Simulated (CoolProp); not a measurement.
Properties of water along the isotherm 726.85 °C (Tc = 373.9 °C, pc = 22060 kPa, ω = 0.344).

Computed with CoolProp (reference Helmholtz-energy equation of state, Wagner 2002).

```
p (kPa)          phase  cp (kJ/(kg K))  cv (kJ/(kg K))  expansivity (1/kK)  conductivity (mW/(m K))  fugacity coefficient
-------  -------------  --------------  --------------  ------------------  -----------------------  --------------------
105                gas           2.292           1.830               1.001                     95.9                0.9997
169                gas           2.293           1.830               1.002                     95.9                0.9996
273                gas           2.295           1.831               1.003                     96.0                0.9993
441                gas           2.297           1.832               1.005                     96.1                0.9989
713                gas           2.301           1.833               1.008                     96.3                0.9982
1150               gas           2.307           1.835               1.014                     96.6                0.9971
1860               gas           2.317           1.839               1.022                     97.2                0.9953
3010               gas           2.334           1.846               1.036                     98.0                0.9923
4860               gas           2.361           1.856               1.059                     99.5                0.9877
7850               gas           2.406           1.872               1.098                      102                0.9801
12700              gas           2.483           1.899               1.163                      106                0.9679
20500              gas           2.615           1.943               1.273                      113                0.9486
33100    supercritical           2.846           2.013               1.464                      127                0.9184
```

Thermal conductivity comes from a separate model (Huber 2012).
